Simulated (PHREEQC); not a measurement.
0.5 mol of Bromyrite (AgBr) is brought to equilibrium with 1 kg of water holding 0.075 mol/kgw Na2SO4, with rising amounts of NaBr, at 25 °C. Oxygen is held at 0.21 atm. The system is closed to CO2. Only these solids could form: Bromyrite, Ag2O, Ag2SO4, Mirabilite.

Computed with PHREEQC (ion-association model, wateq4f.dat).

**Question.** Predict dissolved Ag (mol/kgw), Ag+ (mol/kgw), AgBr3-2 (mol/kgw) at NaBr added (mol) = 0.00208, 0.00417, 0.00625, 0.025.

**Answer.** 
| NaBr added (mol) | dissolved Ag (mol/kgw) | Ag+ (mol/kgw) | AgBr3-2 (mol/kgw) |
|---|---|---|---|
| 0.00208 | 3.30e-8 | 4.64e-10 | 2.14e-9 |
| 0.00417 | 6.05e-8 | 2.32e-10 | 8.61e-9 |
| 0.00625 | 9.24e-8 | 1.55e-10 | 1.94e-8 |
| 0.025 | 5.77e-7 | 3.90e-11 | 3.12e-7 |

Species that the database lacks are ignored.
